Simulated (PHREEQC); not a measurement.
Consider water at 72 °C with 0.0014 mol/kgw HCl and 0.0019 mol/kgw ZnSO4. Closed to the air; pH follows from the charge balance.

All values are PHREEQC results (ion-association model, phreeqc.dat), not measurements.

Precipitation was switched off in this run.

Task: Estimate the pH, specific conductance.

Result: pH 3.00; specific conductance 1810 µS/cm.

Task: In which forms is Zn present?

Result: Zn+2 83 %, ZnSO4 16 %, ZnCl+ 1.3 % of the Zn.

Species that the database lacks are ignored. At this temperature some constants are extrapolated from 25 °C, and those without enthalpy data are left unchanged.
